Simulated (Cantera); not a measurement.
Input: 1 mol MgO, 0.027 mol HCl, a varied amount of H₂, held at 1298 K and 0.0120 bar.

Cantera equilibrium calculation (NASA polynomials, part measured and part estimated; ideal gas, pure solids and liquids). Candidate condensed phases: H₂O, Mg, MgCl₂, MgO, Mg(OH)₂; 22 gas species. Equilibrium is a limit: real reactors are often held back by kinetics, nucleation or transport.

log p: log10 of the partial pressure in bar; n: condensed amount in mol.

```csv
n(H₂) (mol),log p H₂,log p HCl,log p H₂O,log p MgCl₂,log p H,log p Mg,log p Cl,n MgO(s)
0.18,-1.98,-2.83,-4.34,-4.34,-6.96,-9.28,-7.88,0.999
0.25,-1.97,-2.96,-4.46,-4.46,-6.95,-9.13,-8.02,0.999
0.33,-1.95,-3.07,-4.57,-4.57,-6.95,-9.01,-8.13,0.999
0.45,-1.95,[?],[?],[?],-6.94,[?],[?],0.999
0.61,-1.94,-3.32,-4.82,-4.82,-6.94,-8.75,-8.39,0.999
0.82,-1.93,-3.44,-4.95,-4.95,-6.94,-8.62,-8.52,0.999
1.1,-1.93,-3.57,-5.07,-5.07,-6.94,-8.49,-8.65,0.999
1.5,-1.93,-3.70,-5.20,-5.20,-6.93,-8.36,-8.78,0.999
2,-1.93,-3.82,-5.33,-5.33,-6.93,-8.23,-8.90,0.999
2.7,-1.93,[?],[?],[?],-6.93,[?],[?],0.999
3.6,-1.92,-4.08,-5.58,-5.58,-6.93,-7.98,-9.16,0.999
4.9,-1.92,-4.21,-5.71,-5.71,-6.93,-7.84,-9.29,0.999
6.6,-1.92,-4.34,-5.84,-5.84,-6.93,-7.72,-9.42,0.999
```

### Question
Complete the blanks.

### Answer

- 2.7, log p HCl: -3.95
- 2.7, log p H₂O: -5.46
- 2.7, log p MgCl₂: -5.46
- 2.7, log p Mg: -8.10
- 2.7, log p Cl: -9.03
- 0.45, log p HCl: -3.19
- 0.45, log p H₂O: -4.70
- 0.45, log p MgCl₂: -4.70
- 0.45, log p Mg: -8.88
- 0.45, log p Cl: -8.26
